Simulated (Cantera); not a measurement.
**Pyrogenic steam for wet oxidation**

A perfectly stirred reactor is fed with H2 : O2 : N2 = 1.2 : 1 : 1 (molar parts), at 100.0 Torr; it is held at 923 K, and followed from long to short residence time.

Detailed kinetics in Cantera: GRI-Mech 3.0 (53 species, 325 reactions). Radical loss at walls, strong at low pressure, is not modelled. Below about 950 K walls govern HO2 and H2O2 in real vessels. The temperature is held fixed by assumption; the heat of reaction is taken as removed at once.

```json
[
 {"τ (s)": "1.6", "x H2": "0.0258", "x O2": "0.165", "x NO": "5.64e-10", "x NO2": "1.04e-10", "x O": "7.22e-6", "x H": "9.07e-6"},
 {"τ (s)": "0.63", "x H2": "0.0267", "x O2": "0.165", "x NO": "1.37e-9", "x NO2": "1.06e-10", "x O": "1.75e-5", "x H": "2.28e-5"},
 {"τ (s)": "0.24", "x H2": "0.0295", "x O2": "0.166", "x NO": "3.23e-9", "x NO2": "1.01e-10", "x O": "4.14e-5", "x H": "5.93e-5"},
 {"τ (s)": "0.093", "x H2": "0.0355", "x O2": "0.169", "x NO": "6.82e-9", "x NO2": "8.95e-11", "x O": "8.88e-5", "x H": "0.000150"},
 {"τ (s)": "0.036", "x H2": "0.0456", "x O2": "0.173", "x NO": "1.31e-8", "x NO2": "7.36e-11", "x O": "0.000178", "x H": "0.000375"},
 {"τ (s)": "0.014", "x H2": "0.0611", "x O2": "0.179", "x NO": "2.33e-8", "x NO2": "5.70e-11", "x O": "0.000334", "x H": "0.000917"},
 {"τ (s)": "0.0053", "x H2": "0.0846", "x O2": "0.189", "x NO": "3.89e-8", "x NO2": "4.16e-11", "x O": "0.000613", "x H": "0.00223"},
 {"τ (s)": "0.0020", "x H2": "0.118", "x O2": "0.203", "x NO": "5.97e-8", "x NO2": "2.87e-11", "x O": "0.00109", "x H": "0.00524"}
]
```
x: mole fraction; the columns are a selection and need not sum to one.
